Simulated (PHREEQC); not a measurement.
**Leach liquor: an equilibrium model**

A solution holds 0.0018 mol HCl, 0.094 mol FeSO4 and 5.4e-05 mol MgSO4 per kg of water, at 25 °C. Closed to the air; pH follows from the charge balance.

Computed with PHREEQC (ion-association model, wateq4f.dat).

This is a speciation only: nothing precipitates in the calculation.

Question: What pH does the model give?

Answer: pH 3.30.

Question: In which forms is Fe present?

Answer: Fe+2 55 %, FeSO4 45 % of the Fe.
